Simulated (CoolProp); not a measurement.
Vapour-liquid equilibrium of R134a (1) + isobutane (2) at 607 kPa; x and y are mole fractions of (1).

The numbers come from the multi-fluid Helmholtz-energy mixture model, Tillner-Roth 1994 and Bücker 2006; pair parameters Bell 2016 in CoolProp.

```
x     bubble temperature (°C)  y at the bubble point  dew temperature at overall composition x (°C)  liquid density (mol/L)
----  -----------------------  ---------------------  ---------------------------------------------  ----------------------
0.05                     36.7                      ?                                              ?                   9.241
0.15                        ?                  0.430                                           39.2                   9.550
0.25                     22.1                  0.532                                           35.0                   9.774
0.35                     19.7                  0.588                                              ?                   9.974
0.45                     18.4                  0.625                                           25.9                   10.18
0.55                     17.7                  0.655                                           21.3                   10.42
0.65                     17.3                  0.686                                              ?                   10.70
0.75                     17.3                  0.727                                              ?                       ?
0.85                        ?                  0.790                                           18.9                   11.39
0.95                     19.9                  0.905                                           20.9                   11.76
```

Task: What belongs in the gaps?

Result: 
- 0.05, y at the bubble point: 0.210
- 0.05, dew temperature at overall composition x (°C): 43.2
- 0.15, bubble temperature (°C): 26.9
- 0.35, dew temperature at overall composition x (°C): 30.6
- 0.65, dew temperature at overall composition x (°C): 17.8
- 0.75, dew temperature at overall composition x (°C): 17.4
- 0.75, liquid density (mol/L): 11.02
- 0.85, bubble temperature (°C): 17.9

y crosses x between x = 0.65 and 0.75: the model has an azeotrope there.

Pair parameters are fitted to limited data, so mixtures are less certain than the pure fluids. With so large a gap from Raoult's law the liquid may split in two, which this calculation doesn't test in full.
